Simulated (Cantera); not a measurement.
An adiabatic, constant-volume homogeneous reactor starts with CH4 : H2 : O2 : N2 = 1 : 0.37 : 2.19 : 8.22 (molar parts), at 1200 K and 825 Torr.

Model: GRI-Mech 3.0 (53 species, 325 reactions), integrated in Cantera.

x: mole fraction; the columns are a selection and need not sum to one.

```json
[
 {"t (s)": "4.00e-6", "T (K)": "1200", "P (bar)": "1.10", "x CH4": "0.0849", "x H2": "0.0314", "x O2": "0.186", "x H2O2": "8.33e-12", "x CH3": "5.07e-9", "x CO": "<1e-12"},
 {"t (s)": "1.18e-5", "T (K)": "1200", "P (bar)": "1.10", "x CH4": "0.0849", "x H2": "0.0314", "x O2": "0.186", "x H2O2": "7.23e-11", "x CH3": "1.80e-8", "x CO": "<1e-12"},
 {"t (s)": "3.48e-5", "T (K)": "1200", "P (bar)": "1.10", "x CH4": "0.0849", "x H2": "0.0314", "x O2": "0.186", "x H2O2": "6.14e-10", "x CH3": "___", "x CO": "<1e-12"},
 {"t (s)": "0.000103", "T (K)": "1200", "P (bar)": "1.10", "x CH4": "0.0849", "x H2": "0.0314", "x O2": "0.186", "x H2O2": "___", "x CH3": "___", "x CO": "1.10e-11"},
 {"t (s)": "0.000303", "T (K)": "1200", "P (bar)": "1.10", "x CH4": "0.0849", "x H2": "0.0314", "x O2": "0.186", "x H2O2": "4.39e-8", "x CH3": "3.31e-6", "x CO": "1.76e-9"},
 {"t (s)": "0.000894", "T (K)": "1203", "P (bar)": "1.10", "x CH4": "0.0844", "x H2": "0.0312", "x O2": "0.186", "x H2O2": "9.93e-7", "x CH3": "9.65e-5", "x CO": "1.28e-5"},
 {"t (s)": "0.00264", "T (K)": "1267", "P (bar)": "1.16", "x CH4": "0.0769", "x H2": "0.0306", "x O2": "0.180", "x H2O2": "1.93e-5", "x CH3": "0.000226", "x CO": "0.00176"},
 {"t (s)": "0.00779", "T (K)": "2840", "P (bar)": "2.67", "x CH4": "<1e-12", "x H2": "0.0190", "x O2": "0.0178", "x H2O2": "4.77e-7", "x CH3": "<1e-12", "x CO": "0.0373"},
 {"t (s)": "0.0230", "T (K)": "2840", "P (bar)": "2.67", "x CH4": "<1e-12", "x H2": "0.0190", "x O2": "0.0178", "x H2O2": "4.77e-7", "x CH3": "<1e-12", "x CO": "0.0373"},
 {"t (s)": "0.0678", "T (K)": "2840", "P (bar)": "2.67", "x CH4": "<1e-12", "x H2": "0.0190", "x O2": "0.0178", "x H2O2": "4.77e-7", "x CH3": "<1e-12", "x CO": "0.0373"},
 {"t (s)": "0.200", "T (K)": "2840", "P (bar)": "2.67", "x CH4": "<1e-12", "x H2": "0.0190", "x O2": "0.0178", "x H2O2": "4.77e-7", "x CH3": "<1e-12", "x CO": "0.0373"}
]
```

Problem. Some entries are withheld; supply them.

Solution. 
- 3.48e-5, x CH3: 6.33e-8
- 0.000103, x H2O2: 4.96e-9
- 0.000103, x CH3: 2.84e-7
